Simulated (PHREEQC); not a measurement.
Solution (25 °C): 0.083 mol Na2SeO4, 0.0067 mol HCl and 0.00027 mol FeCl3 per kg of water. Closed to the air; pH follows from the charge balance.

All values are PHREEQC results (ion-association model, wateq4f.dat), not measurements.

```tsv
quantity	before	after
pH	2.60	3.29
Fe(OH)3 (mol/kgw)	2.25e-10	1.55e-9
SI of Fe(OH)3(a) (Fe(OH)3)	-1.95	-1.14
SI of Goethite (FeOOH)	+3.94	+4.75
```

Name the change that produced these shifts.
A) diluted 5-fold with water
B) FeCl3 from 0.00027 to 0.00054 mol/kgw
C) FeCl3 from 0.00027 to 0.000135 mol/kgw
D) diluted 10-fold with water
E) 0.0086 mol/kgw Ca(OH)2 added

D, diluted 10-fold with water

Precipitation was switched off in this run. Some of these states are supersaturated (in Hematite (slow to form), Goethite (slow to form), for instance).
